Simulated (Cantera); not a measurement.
Feed: 1 mol SiH2Cl2, 0.17 mol C3H8, 1000 mol H2, held at 14.3 Torr.

Cantera equilibrium calculation (NASA polynomials, part measured and part estimated; ideal gas, pure solids and liquids). Candidate condensed phases: C, C6H6, C7H8, C8H18, Si, SiC; 109 gas species. Equilibrium is a limit: real reactors are often held back by kinetics, nucleation or transport.

Question: At 900 K, list the 4 most abundant gas species with their mole fractions, and the condensed phases.

Answer: H2 0.998, HCl 0.00168, SiHCl3 5.26e-5, SiCl4 3.12e-5. Condensed: Si(s) + SiC(s).
